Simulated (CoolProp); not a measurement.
The fluid at 293.15 K and 0.454 MPa (gas) is heated at constant pressure to 472.3 K. The same conditions are run with several fluids, on thermodynamics alone (safety and materials aside).

The numbers come from the reference Helmholtz-energy equation of state of each fluid (nitrous oxide: Lemmon 2006; R410A: Lemmon 2003; propylene: Lemmon 2013; ammonia: Gao 2020; normal hydrogen: Leachman 2009) in CoolProp. Blends and air are pseudo-pure fits.

| fluid | heat (kJ/kg) | final density (kg/m³) |
|---|---|---|
| nitrous oxide | 173 | 5.11 |
| R410A | 173 | 8.48 |
| propylene | 339 | 4.94 |
| ammonia | 425 | 1.99 |
| normal hydrogen | 2590 | 0.233 |
